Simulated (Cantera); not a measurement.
Feed: 1 mol SiC, 0.013 mol N2O, 8.9 mol H2, at 2025 K.

Equilibrium computed with Cantera from the NASA thermochemical tables; the gas is ideal and each condensed phase is pure. Candidate condensed phases: C, C6H6, C7H8, C8H18, H2O, Si, SiC, SiO2, Si2N2O, Si3N4; 151 gas species. Gases not in the tables: Si2H6 and higher silanes. The numbers say what is thermodynamically allowed, not how fast it happens.

Which condensed phases are stable at each of these points (P (Pa)): 0.100, 1, 10, 100, 1000, 10000, 100000, 1000000?


| P (Pa) | condensed phases | Si condensed (%) |
|---|---|---|
| 0.100 | C(graphite) | 0.0 |
| 1 | C(graphite) | 0.0 |
| 10 | C(graphite) + SiC(s) | 60.3 |
| 100 | SiC(s) | 96.3 |
| 1000 | SiC(s) | 98.5 |
| 10000 | SiC(s) | 99.1 |
| 100000 | SiC(s) | 99.2 |
| 1000000 | SiC(s) | 99.1 |

From 0.100 Pa to 1.00 Pa the condensed part is C(graphite). At 10.0 Pa the condensed part is C(graphite) + SiC(s). From 1.00 mbar to 10.0 bar the condensed part is SiC(s).
